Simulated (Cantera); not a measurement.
# Thermodynamics of carbothermic reduction, feed Fe3O4 + CO + CH4

Charge: 1 mol Fe3O4, 12 mol CO, 1.2 mol CH4, held at 1448 K and 1 atm.

Cantera equilibrium calculation (NASA polynomials, part measured and part estimated; ideal gas, pure solids and liquids). Candidate condensed phases: C, C6H6, C7H8, C8H18, Fe, Fe(CO)5, FeO, Fe(OH)2, Fe(OH)3, Fe2O3, Fe3O4, H2O; 114 gas species. Mutual solubility and eutectic melting of coexisting phases are not modelled. The tables' stoichiometric FeO is somewhat more stable than real wüstite, so its field is too wide. FeO: taken at fixed stoichiometry. Kinetics and transport are ignored.

```json
{
  "x(CO)": "0.725",
  "x(CO2)": "0.121",
  "x(H2)": "0.110",
  "x(H2O)": "0.0437",
  "x(H)": "3.04e-6",
  "n(Fe(γ))": "2.77 mol",
  "n(FeO(s))": "0.227 mol",
  "gas_amount": "15.60 mol",
  "log10 activity of C(graphite) (absent)": "-2.33",
  "log10 activity of Fe(OH)2(s) (absent)": "-6.87",
  "log10 activity of Fe(OH)3(s) (absent)": "-12.61"
}
```
